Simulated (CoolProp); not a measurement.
R124 along the isobar 2.26 MPa: fugacity coefficient from the reference equation and from simpler models built on Tc = 122.3 °C, pc = 3.624 MPa, ω = 0.288; each cubic takes its own stable root.

Values from CoolProp's reference Helmholtz-energy equation of state, de Vries 1995.

| T (°C) | phase | reference | Redlich-Kwong | Soave-Redlich-Kwong | Peng-Robinson |
|---|---|---|---|---|---|
| -72.55 | liquid | 0.001535 | 0.004981 | 0.001548 | 0.001645 |
| -60.85 | liquid | 0.003599 | 0.01029 | 0.003617 | 0.003769 |
| -49.15 | liquid | 0.007577 | 0.01928 | 0.007611 | 0.007803 |
| -37.55 | liquid | 0.01449 | 0.03316 | 0.01458 | 0.01475 |
| -25.85 | liquid | 0.02583 | 0.05355 | 0.02604 | 0.02608 |
| -14.15 | liquid | 0.04311 | 0.08163 | 0.04359 | 0.04329 |
| -2.45 | liquid | 0.06798 | 0.1185 | 0.06897 | 0.06805 |
| 9.25 | liquid | 0.1021 | 0.1649 | 0.1039 | 0.1020 |
| 20.95 | liquid | 0.1468 | 0.2212 | 0.1499 | 0.1466 |
| 32.65 | liquid | 0.2034 | 0.2874 | 0.2083 | 0.2030 |
| 44.35 | liquid | 0.2725 | 0.3631 | 0.2795 | 0.2719 |
| 56.05 | liquid | 0.3543 | 0.4473 | 0.3639 | 0.3535 |
| 67.75 | liquid | 0.4485 | 0.5386 | 0.4605 | 0.4470 |
| 79.45 | liquid | 0.5540 | 0.6352 | 0.5677 | 0.5511 |
| 91.15 | liquid | 0.6688 | 0.7341 | 0.6826 | 0.6629 |
